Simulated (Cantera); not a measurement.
Input (Python, Cantera) and output of one run.

```python
import numpy as np
import cantera as ct

gas_names = """
    C CH CH2 CH3 CH2OH CH3O CH4 CH3OH CO CO2 COOH C2 C2H CHCO,ketyl C2H2,acetylene C2H2,vinylidene
    CH2CO,ketene C2H3,vinyl CH3CO,acetyl C2H4 C2H4O,ethylen CH3CHO,ethanal CH3COOH (HCOOH)2 C2H5 C2H6
    CH3OCH3 C2H5OH C2O C3 C3H3,propargyl C3H4,allene C3H4,propyne C3H4,cyclo- C3H5,allyl C3H6,propylene
    C3H6,cyclo- C3H6O C3H7,n-propyl C3H7,i-propyl C3H8 C3H8O,1propanol C3H8O,2propanol C3O2 C4 C4H2
    C4H4,1,3-cyclo- C4H6,butadiene C4H6,2-butyne C4H6,cyclo- C4H8,1-butene C4H8,cis2-buten
    C4H8,tr2-butene C4H8,isobutene C4H8,cyclo- (CH3COOH)2 C4H9,n-butyl C4H9,i-butyl C4H9,s-butyl
    C4H9,t-butyl C4H10,isobutane C4H10,n-butane C5 C5H6,1,3cyclo- C5H8,cyclo- C5H10,1-pentene
    C5H10,cyclo- C5H11,pentyl C5H11,t-pentyl C5H12,n-pentane C5H12,i-pentane CH3C(CH3)2CH3 C6H2
    C6H5,phenyl C6H5O,phenoxy C6H6 C6H5OH,phenol C6H10,cyclo- C6H12,1-hexene C6H12,cyclo- C6H13,n-hexyl
    C7H7,benzyl C7H8 C7H8O,cresol C7H14,1-heptene C7H15,n-heptyl C7H16,n-heptane C8H8,styrene
    C8H10,ethylbenz C8H16,1-octene C8H17,n-octyl C8H18,isooctane C8H18,n-octane C9H19,n-nonyl
    C10H8,naphthale C10H21,n-decyl C12H9,o-bipheny C12H10,bipheny H HCO HO2 H2 HCHO,formaldehy HCOOH H2O
    H2O2 O OH O2 O3 Si SiC SiC2 SiC4H12 SiH SiH2 SiH3 SiH4 SiO SiO2 Si2 Si2C Si3
""".split()
cond_names = """
    C(gr) C6H6(L) C7H8(L) C8H18(L),n-octa H2O(s) H2O(L) Si(cr) Si(L) SiC(b) SiO2(Lqz) SiO2(hqz) SiO2(L)
""".split()


def load(file, names, dense=False):
    # The tables refer to 1 bar. Condensed volumes are neglected.
    table = {s.name: s for s in ct.Species.list_from_file(file)}
    out = []
    for n in names:
        d = dict(table[n].input_data)
        d["thermo"] = dict(d["thermo"], **{"reference-pressure": 1e5})
        if dense:
            d["equation-of-state"] = {"model": "constant-volume", "density": "1e6 g/cm^3"}
        out.append(ct.Species.from_dict(d))
    return out


gas = ct.Solution(thermo="ideal-gas", species=load("nasa_gas.yaml", gas_names))
cond = {s.name: ct.Solution(thermo="fixed-stoichiometry", species=[s], name=s.name)
        for s in load("nasa_condensed.yaml", cond_names, dense=True)}
atoms = {
    'SiO2': {'Si': 1, 'O': 2},
    'CO': {'C': 1, 'O': 1},
    'H2': {'H': 2},
}
top_T = {'C(gr)': 4500, 'SiC(b)': 3050}  # K; cautious upper limits of use, not melting points


def equilibrate(T, P, feed):
    n = {}
    for name, mol in feed.items():
        for a, k in atoms[name].items():
            n[a] = n.get(a, 0.0) + k * mol
    gas.TPX = T, P, n
    mass = sum(n.values()) * gas.mean_molecular_weight
    gas.equilibrate("TP")
    valid = [c for c in cond.values() if c.min_temp <= T <= top_T.get(c.name, c.max_temp)]
    mix = ct.Mixture([(gas, mass / gas.mean_molecular_weight)] + [(c, 0.0) for c in valid])
    mix.T, mix.P = T, P
    mix.equilibrate("TP", solver="vcs", rtol=1e-11, max_steps=5000)
    return mix


results = []
T = 1050  # K
P = 69  # Pa
for m in [1.5, 2.4, 3.2, 4, 4.8, 5.6, 6.4, 7.2, 8.1]:
    feed = {'SiO2': 1, 'CO': m, 'H2': 3.9}  # mol
    mix = equilibrate(T, P, feed)
    results.append((T, P, feed, dict(zip(mix.species_names, mix.species_moles))))

top = {s: max(r[3][s] / sum(r[3][g] for g in gas_names) for r in results) for s in gas_names}
cols = sorted((s for s in top if top[s] > 0.001), key=lambda s: -top[s])[:9]
seen = [c for c in cond_names if any(r[3].get(c, 0) > 1e-12 for r in results)]
print("log10 of partial pressures in bar; condensed amounts in mol")
print(f"{'n(CO)':>10s}" + "".join(f"{s[:9]:>10s}" for s in cols + seen))
for T, P, feed, n in results:
    ng = sum(n[g] for g in gas_names)
    print(f"{feed['CO']:10.4g}" + "".join(f"{np.log10(max(n[s] / ng * P / 1e5, 1e-99)):10.3f}" for s in cols)
          + "".join(f"{n.get(c, 0):10.4g}" for c in seen))
```

Output:

```
log10 of partial pressures in bar; condensed amounts in mol
     n(CO)        H2        CO     C(gr) SiO2(hqz)
       1.5    -3.302    -3.718 8.579e-05         1
       2.4    -3.369    -3.580 0.0002254         1
       3.2    -3.421    -3.507 0.0003481         1
         4    -3.468    -3.457 0.0004698         1
       4.8    -3.510    -3.419 0.0005908         1
       5.6    -3.548    -3.391 0.0007113         1
       6.4    -3.583    -3.368 0.0008314         1
       7.2    -3.615    -3.349 0.0009512         1
       8.1    -3.649    -3.332  0.001086         1
```

Method: chemical equilibrium by Gibbs-energy minimisation in Cantera with the NASA 1993 tables (ideal gas, pure condensed phases).
